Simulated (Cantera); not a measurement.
## Fe(CO)5 + O2 + N2 (iron carbonyl, mercury and lead vapours)

Input: 1 mol Fe(CO)5, 0.81 mol O2, 3.5 mol N2.

These are equilibrium values from Cantera (NASA tables, ideal gas, pure condensed phases), not measurements of a reactor. Candidate condensed phases: C, Fe, Fe(CO)5, FeO, Fe2O3, Fe3O4; 27 gas species. Mutual solubility and eutectic melting of coexisting phases are not modelled. The tables' stoichiometric FeO is somewhat more stable than real wüstite, so its field is too wide. FeO: taken at fixed stoichiometry. Condensed phases not in the tables: cementite and carbon dissolved in iron. The numbers say what is thermodynamically allowed, not how fast it happens.

Question: Map the stable condensed phases over T = 702, 752, 802, 852, 902, 952, 1002, 1052, 1102, 1152, 1202, 1252 °C and P in Pa = 10, 36, 130, 460, 1700, 6000, 22000, 77000, 280000, 1000000.

Answer: 
```
T in °C \ P in Pa
              10      36     130     460    1700    6000   22000   77000  280000 1000000
   1252        A       A       A       A       A       A       A       A       A       A
   1202        A       A       A       A       A       A       A       A       A       A
   1152        A       A       A       A       A       A       A       A       A       A
   1102        A       A       A       A       A       A       A       A       A       A
   1052        A       A       A       A       A       A       A       A       A       A
   1002        A       A       A       A       A       A       A       A       A       A
    952        A       A       A       A       A       A       A       A       A       A
    902        A       A       A       A       A       A       A       A       A       A
    852        A       A       A       A       A       A       A       A       A       B
    802        A       A       A       A       A       A       A       A       A       B
    752        A       A       A       A       A       A       A       A       B       B
    702        A       A       A       A       A       A       A       B       B       B
```
A: Fe + FeO; B: C + FeO.
